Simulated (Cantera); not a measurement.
An isothermal, constant-pressure homogeneous reactor starts with H2 : O2 : N2 = 1.4 : 1 : 14 (molar parts), at 825 K and 0.120 bar. Integrator tolerance rtol = 1e-08.

Detailed kinetics in Cantera: the H2/O2 subset of GRI-Mech 3.0, which has no nitrogen chemistry. Radical loss at walls, strong at low pressure, is not modelled. Below about 950 K walls govern HO2 and H2O2 in real vessels. The temperature is held fixed by assumption; the heat of reaction is taken as removed at once.

### Question
What does this change do: N2 14 to 50 parts?

### Answer
```json
[
 {"quantity": "x(H2) at 4.00 s", "before": "0.00212 (gas-phase equilibrium <1e-12)", "after": "0.000109 (gas-phase equilibrium <1e-12)"},
 {"quantity": "x(O2) at 4.00 s", "before": "0.0201 (gas-phase equilibrium 0.0191)", "after": "0.00586 (gas-phase equilibrium 0.00580)"},
 {"quantity": "x(H2O2) at 4.00 s", "before": "1.35e-5 (gas-phase equilibrium <1e-12)", "after": "3.40e-7 (gas-phase equilibrium <1e-12)"},
 {"quantity": "x(H) at 4.00 s", "before": "5.72e-8 (gas-phase equilibrium <1e-12)", "after": "3.04e-8 (gas-phase equilibrium <1e-12)"},
 {"quantity": "x(H2O) at 4.00 s", "before": "0.0869 (gas-phase equilibrium 0.0892)", "after": "0.0270 (gas-phase equilibrium 0.0271)"},
 {"quantity": "x(HO2) at 4.00 s", "before": "2.59e-6 (gas-phase equilibrium 2.89e-12)", "after": "4.50e-7 (gas-phase equilibrium <1e-12)"},
 {"quantity": "x(O) at 4.00 s", "before": "4.73e-8 (gas-phase equilibrium <1e-12)", "after": "6.09e-8 (gas-phase equilibrium <1e-12)"}
]
```

### Question
What does this change do: pressure from 0.120 bar to 0.190 bar?

### Answer
| quantity | before | after |
|---|---|---|
| x(H2) at 4.00 s | 0.00212 (gas-phase equilibrium <1e-12) | 0.0195 (gas-phase equilibrium <1e-12) |
| x(O2) at 4.00 s | 0.0201 (gas-phase equilibrium 0.0191) | 0.0287 (gas-phase equilibrium 0.0191) |
| x(H2O2) at 4.00 s | 1.35e-5 (gas-phase equilibrium <1e-12) | 3.06e-5 (gas-phase equilibrium 1.01e-12) |
| x(H) at 4.00 s | 5.72e-8 (gas-phase equilibrium <1e-12) | 2.45e-8 (gas-phase equilibrium <1e-12) |
| x(H2O) at 4.00 s | 0.0869 (gas-phase equilibrium 0.0892) | 0.0688 (gas-phase equilibrium 0.0892) |
| x(HO2) at 4.00 s | 2.59e-6 (gas-phase equilibrium 2.89e-12) | 3.27e-6 (gas-phase equilibrium 3.24e-12) |
| x(O) at 4.00 s | 4.73e-8 (gas-phase equilibrium <1e-12) | 4.81e-9 (gas-phase equilibrium <1e-12) |

### Question
What does this change do: pressure from 0.120 bar to 1.00 bar?

### Answer
```json
[
 {"quantity": "x(H2) at 4.00 s", "before": "0.00212 (gas-phase equilibrium <1e-12)", "after": "0.0853 (gas-phase equilibrium <1e-12)"},
 {"quantity": "x(O2) at 4.00 s", "before": "0.0201 (gas-phase equilibrium 0.0191)", "after": "0.0609 (gas-phase equilibrium 0.0191)"},
 {"quantity": "x(H2O2) at 4.00 s", "before": "1.35e-5 (gas-phase equilibrium <1e-12)", "after": "1.49e-5 (gas-phase equilibrium 2.32e-12)"},
 {"quantity": "x(H) at 4.00 s", "before": "5.72e-8 (gas-phase equilibrium <1e-12)", "after": "5.28e-10 (gas-phase equilibrium <1e-12)"},
 {"quantity": "x(H2O) at 4.00 s", "before": "0.0869 (gas-phase equilibrium 0.0892)", "after": "3.93e-5 (gas-phase equilibrium 0.0892)"},
 {"quantity": "x(HO2) at 4.00 s", "before": "2.59e-6 (gas-phase equilibrium 2.89e-12)", "after": "1.39e-6 (gas-phase equilibrium 4.90e-12)"},
 {"quantity": "x(O) at 4.00 s", "before": "4.73e-8 (gas-phase equilibrium <1e-12)", "after": "5.32e-11 (gas-phase equilibrium <1e-12)"}
]
```
